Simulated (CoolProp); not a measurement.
Vapour-liquid equilibrium of diethyl ether (1) + benzene (2) at 0.705 MPa; x and y are mole fractions of (1).

Values from CoolProp's multi-fluid Helmholtz-energy mixture model, Thol 2014 and Thol 2012; pair parameters Bell 2016.

```csv
x,"bubble temperature, mixture model (°C)","bubble temperature, Raoult's law (°C)","y, mixture model","y, Raoult's law"
0.05,155.2,154.7,0.117,0.137
0.15,147.2,146.0,0.311,0.353
0.25,140.0,138.5,0.464,0.513
0.35,[?],132.0,[?],0.635
0.45,[?],126.2,0.687,0.729
0.55,122.5,121.1,0.769,0.804
0.65,[?],116.4,0.836,0.863
0.75,113.1,112.2,0.893,0.912
0.85,109.0,108.4,0.941,0.952
0.95,105.1,104.9,0.982,0.985
```

### Question
Some entries are withheld; supply them.

### Answer

- 0.35, bubble temperature, mixture model (°C): 133.6
- 0.35, y, mixture model: 0.587
- 0.45, bubble temperature, mixture model (°C): 127.8
- 0.65, bubble temperature, mixture model (°C): 117.6

The largest gap from Raoult's law is +1.6 K in bubble temperature, at x = 0.35. No azeotrope shows between x = 0.05 and 0.95.

Pair parameters are fitted to limited data, so mixtures are less certain than the pure fluids.
